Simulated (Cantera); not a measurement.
A Cantera script and what it prints.

```python
import numpy as np
import cantera as ct

gas_names = [...]  # 113 gases of nasa_gas.yaml made of C, F, H, Si
cond_names = """
    C(gr) C6H6(L) C7H8(L) C8H18(L),n-octa Si(cr) Si(L) SiC(b)
""".split()


# ... load() reads the species with a 1 bar reference pressure and builds the phases ...
atoms = {
    'CH2F2': {'C': 1, 'H': 2, 'F': 2},
    'Si': {'Si': 1},
}
top_T = {'C(gr)': 4500, 'SiC(b)': 3050}  # K; cautious upper limits of use, not melting points


# ... equilibrate(T, P, feed) seeds the gas with the atoms and calls Mixture.equilibrate('TP', solver="vcs", rtol=1e-11, max_steps=5000) ...
results = []
feed = {'CH2F2': 1, 'Si': 0.11}  # mol
T = 2323  # K
P = 100000  # Pa
mix = equilibrate(T, P, feed)
results.append((T, P, feed, dict(zip(mix.species_names, mix.species_moles))))
x = sorted(zip(gas.X, gas.species_names), reverse=True)
print(f"T = {T:g} K  P = {P:g} Pa  gas = {mix.phase_moles(0):.4g} mol")
print("   x: " + "  ".join(f"{s} {v:.3e}" for v, s in x if v > 1e-06))
print("   condensed (mol): " + ("  ".join(f"{mix.phase(i).name} {mix.phase_moles(i):.4g}"
      for i in range(1, mix.n_phases) if mix.phase_moles(i) > 1e-12) or "none"))
```

Output:

```
T = 2323 K  P = 100000 Pa  gas = 1.901 mol
   x: HF 8.285e-01  H2 1.095e-01  SiF4 5.033e-02  SiF3 7.173e-03  H 3.603e-03  C2H2,acetylene 5.300e-04  SiF2 2.287e-04  SiHF3 1.449e-04  F 3.471e-05  H2F2 4.454e-06  CH4 2.454e-06  CH3 1.510e-06  C4H2 1.052e-06
   condensed (mol): C(gr) 0.998
```

Equilibrium computed with Cantera from the NASA thermochemical tables; the gas is ideal and each condensed phase is pure. The tables' values for SiF3, SiF2 are old estimates; treat these amounts as uncertain.
